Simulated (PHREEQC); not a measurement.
Hard or scaling water: an equilibrium model

Dissolve 0.004 mol/kgw CaCl2 and 0.021 mol/kgw Na2HPO4 at 21 °C. Closed to the air; pH follows from the charge balance.

All values are PHREEQC results (ion-association model, phreeqc.dat), not measurements.

Each row changes one thing in this solution. This is a speciation only: nothing precipitates in the calculation.

| case | pH | ionic strength (mol/kgw) | Ca+2 (mol/kgw) | CaOH+ (mol/kgw) |
|---|---|---|---|---|
| as made | 8.23 | 0.0617 | 0.00117 | 1.81e-8 |
| Na2HPO4 left out | 7.05 | ? | 0.00400 | ? |
| temperature from 21 to 75 °C | 7.93 | 0.0594 | 0.000654 | 4.81e-9 |
| Na2HPO4 from 0.021 to 0.042 mol/kgw | 8.34 | 0.120 | 0.000828 | ? |
| CaCl2 from 0.004 to 0.002 mol/kgw | 8.41 | 0.0611 | 0.000490 | ? |
| CaCl2 from 0.004 to 0.0036 mol/kgw | 8.25 | 0.0615 | 0.00103 | 1.69e-8 |

**Question.** Fill in the missing entries.

**Answer.** 
- Na2HPO4 left out, ionic strength (mol/kgw): 0.0120
- Na2HPO4 left out, CaOH+ (mol/kgw): 5.41e-9
- Na2HPO4 from 0.021 to 0.042 mol/kgw, CaOH+ (mol/kgw): 1.45e-8
- CaCl2 from 0.004 to 0.002 mol/kgw, CaOH+ (mol/kgw): 1.16e-8

Complexes and solids missing from the database can't appear. Some of these states are supersaturated (in Hydroxyapatite, for instance). Away from 25 °C the constants follow the database's enthalpies or fits; those with neither stay at their 25 °C values.
